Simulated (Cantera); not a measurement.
# Diamond growth

A diamond (100) surface in a fixed gas of H2 with x(CH4) = 0.0025, x(H) = 0.0013, x(CH3) = 0.00058, at 923 K; coverages are run to steady state.

Model: the Harris–Goodwin 1993 mechanism for the reconstructed diamond (100) surface, integrated in Cantera.

| P (Pa) | growth (µm/h) | θ c6HH | θ c6H* | θ c6*H | θ c6** | θ c6HM |
|---|---|---|---|---|---|---|
| 320 | 0.374 | 0.510 | 0.00910 | 0.236 | 0.00356 | 0.190 |
| 530 | 0.665 | 0.498 | 0.00888 | 0.230 | 0.00347 | 0.204 |
| 860 | 1.13 | 0.490 | 0.00874 | 0.226 | 0.00342 | 0.214 |
| 1400 | 1.88 | 0.485 | 0.00864 | 0.224 | 0.00338 | 0.220 |
| 2300 | 3.15 | 0.482 | 0.00858 | 0.222 | 0.00336 | 0.224 |
| 3800 | 5.26 | 0.480 | 0.00855 | 0.221 | 0.00334 | 0.226 |
| 6100 | 8.50 | 0.478 | 0.00853 | 0.221 | 0.00333 | 0.228 |
| 10000 | 14.0 | 0.477 | 0.00852 | 0.220 | 0.00333 | 0.229 |
θ: site fractions in the mechanism's names (c6HH fully hydrogenated, c6H* and c6*H radical sites, c6** diradical, c6HM methylated).
